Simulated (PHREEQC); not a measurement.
0.1 g of hydrous ferric oxide (600 m²/g; 0.2 weak and 0.005 strong sites per Fe, Dzombak-Morel constants, diffuse double layer) in 1 kg of water with 0.01 mol/kgw of an inert sodium salt, at 25 °C; the pH is set by adding NaOH or the inert anion's acid. Oxygen alone is held at its pressure in air (log pO2 = -0.68). No CO2 enters from the air. Nothing may precipitate in this run.

The numbers come from PHREEQC with the ion-association model, wateq4f.dat.

```json
[
 {"pH": "4", "surface charge σ (C/m²)": "0.216", "surface potential ψ (mV)": "185"},
 {"pH": "4.38", "surface charge σ (C/m²)": "0.173", "surface potential ψ (mV)": "174"},
 {"pH": "4.75", "surface charge σ (C/m²)": "0.135", "surface potential ψ (mV)": "161"},
 {"pH": "5.12", "surface charge σ (C/m²)": "0.104", "surface potential ψ (mV)": "148"},
 {"pH": "5.5", "surface charge σ (C/m²)": "0.077", "surface potential ψ (mV)": "132"},
 {"pH": "5.88", "surface charge σ (C/m²)": "0.055", "surface potential ψ (mV)": "116"},
 {"pH": "6.25", "surface charge σ (C/m²)": "0.039", "surface potential ψ (mV)": "98"},
 {"pH": "6.62", "surface charge σ (C/m²)": "0.027", "surface potential ψ (mV)": "80"},
 {"pH": "7.38", "surface charge σ (C/m²)": "0.010", "surface potential ψ (mV)": "40"},
 {"pH": "7.75", "surface charge σ (C/m²)": "0.005", "surface potential ψ (mV)": "20"},
 {"pH": "8.12", "surface charge σ (C/m²)": "0.000", "surface potential ψ (mV)": "-1"},
 {"pH": "8.5", "surface charge σ (C/m²)": "-0.005", "surface potential ψ (mV)": "-22"},
 {"pH": "8.88", "surface charge σ (C/m²)": "-0.011", "surface potential ψ (mV)": "-42"},
 {"pH": "9.25", "surface charge σ (C/m²)": "-0.018", "surface potential ψ (mV)": "-62"},
 {"pH": "9.62", "surface charge σ (C/m²)": "-0.027", "surface potential ψ (mV)": "-81"},
 {"pH": "10", "surface charge σ (C/m²)": "-0.040", "surface potential ψ (mV)": "-100"}
]
```
